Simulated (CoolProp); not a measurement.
Model: reference Helmholtz-energy equation of state, Schmidt 1985, in CoolProp.

Q: Give the vapour pressure (MPa), liquid density (kg/m³), enthalpy of vaporisation (kJ/kg), liquid cp (kJ/(kg K)) of saturated oxygen at -133.95, -128.15 °C.

A: 
| T (°C) | p (MPa) | liquid density (kg/m³) | enthalpy of vaporisation (kJ/kg) | liquid cp (kJ/(kg K)) |
|---|---|---|---|---|
| -133.95 | 2.69 | 821 | 128 | 2.62 |
| -128.15 | 3.45 | 755 | 106 | 3.37 |
